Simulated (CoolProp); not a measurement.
R410A at 332.38 K and 1.87 MPa is compressed adiabatically to 9.99 MPa with isentropic efficiency 0.75. Each further row changes one setting.

Values from CoolProp's reference Helmholtz-energy equation of state, Lemmon 2003. It is a pseudo-pure fit of the blend.

```json
[
 {"case": "as stated", "work (kJ/kg)": "73.1", "final temperature (K)": "449.4", "final density (kg/m³)": "265"},
 {"case": "efficiency 1", "work (kJ/kg)": "54.8", "final temperature (K)": "437.6", "final density (kg/m³)": "287"},
 {"case": "efficiency 0.65", "work (kJ/kg)": "84.3", "final temperature (K)": "456.9", "final density (kg/m³)": "254"}
]
```
